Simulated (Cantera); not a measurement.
Feed: 1 mol V₂O₅, 550 mol H₂, held at 0.360 bar.

Equilibrium computed with Cantera from the NASA thermochemical tables; the gas is ideal and each condensed phase is pure. Candidate condensed phases: H₂O, V, VO, V₂O₃, V₂O₄, V₂O₅; 12 gas species. Condensed phases not in the tables: the oxides between V₂O₃ and V₂O₅ other than VO₂. Rates play no part.

### Question
At 1202 °C, list the 3 most abundant gas species with their mole fractions, and the condensed phases.

### Answer
H₂ 0.996, H₂O 0.00364, H 2.16e-5. Condensed: V₂O₃(s).
